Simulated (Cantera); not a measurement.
A Cantera script and what it prints.

```python
import numpy as np
import cantera as ct

gas_names = """
    AL ALC ALN ALO ALO2 AL2 AL2O AL2O2 C CN CO CO2 C2 CCN CNC C2N2 C2O C3 C3O2 C4 C4N2 C5 N NCO NO NO2
    NO3 N2 N2O O O2 O3
""".split()
cond_names = """
    AL(cr) AL(L) ALN(s) AL2O3(a) AL2O3(L) C(gr)
""".split()


def load(file, names, dense=False):
    # The tables refer to 1 bar. Condensed volumes are neglected.
    table = {s.name: s for s in ct.Species.list_from_file(file)}
    out = []
    for n in names:
        d = dict(table[n].input_data)
        d["thermo"] = dict(d["thermo"], **{"reference-pressure": 1e5})
        if dense:
            d["equation-of-state"] = {"model": "constant-volume", "density": "1e6 g/cm^3"}
        out.append(ct.Species.from_dict(d))
    return out


gas = ct.Solution(thermo="ideal-gas", species=load("nasa_gas.yaml", gas_names))
cond = {s.name: ct.Solution(thermo="fixed-stoichiometry", species=[s], name=s.name)
        for s in load("nasa_condensed.yaml", cond_names, dense=True)}
atoms = {
    'Al': {'AL': 1},
    'CO2': {'C': 1, 'O': 2},
    'N2': {'N': 2},
}
top_T = {'ALN(s)': 2750, 'C(gr)': 4500}  # K; cautious upper limits of use, not melting points


def equilibrate(T, P, feed):
    n = {}
    for name, mol in feed.items():
        for a, k in atoms[name].items():
            n[a] = n.get(a, 0.0) + k * mol
    gas.TPX = T, P, n
    mass = sum(n.values()) * gas.mean_molecular_weight
    gas.equilibrate("TP")
    valid = [c for c in cond.values() if c.min_temp <= T <= top_T.get(c.name, c.max_temp)]
    mix = ct.Mixture([(gas, mass / gas.mean_molecular_weight)] + [(c, 0.0) for c in valid])
    mix.T, mix.P = T, P
    mix.equilibrate("TP", solver="vcs", rtol=1e-11, max_steps=5000)
    return mix


results = []
feed = {'Al': 1, 'CO2': 0.87, 'N2': 3.9}  # mol
T = 1573.15  # K
P = 1100  # Pa
mix = equilibrate(T, P, feed)
results.append((T, P, feed, dict(zip(mix.species_names, mix.species_moles))))
print(gas.report(threshold=1e-05))
for i in range(1, mix.n_phases):
    print(f"{mix.phase(i).name:16s} {mix.phase_moles(i):12.5e} mol")
```

It prints:

```
       temperature   1573.2 K
          pressure   1100 Pa
           density   0.0023559 kg/m^3
  mean mol. weight   28.013 kg/kmol
   phase of matter   gas

                          1 kg             1 kmol
                     ---------------   ---------------
          enthalpy        7.1112e+05        1.9921e+07  J
   internal energy         2.442e+05        6.8408e+06  J
           entropy             10221        2.8632e+05  J/K
    Gibbs function       -1.5368e+07        -4.305e+08  J
 heat capacity c_p            1251.6             35060  J/K
 heat capacity c_v            954.76             26746  J/K

                      mass frac. Y      mole frac. X     chem. pot. / RT
                     ---------------   ---------------   ---------------
                CO           0.19077           0.19079            -41.53
                N2           0.80923           0.80921           -30.881
     [  +30 minor]        1.4447e-06        1.1485e-06

AL(L)             0.00000e+00 mol
ALN(s)            4.19998e-01 mol
AL2O3(a)          2.89999e-01 mol
C(gr)             0.00000e+00 mol
```

These are equilibrium values from Cantera (NASA tables, ideal gas, pure condensed phases), not measurements of a reactor. Mutual solubility and eutectic melting of coexisting phases are not modelled.
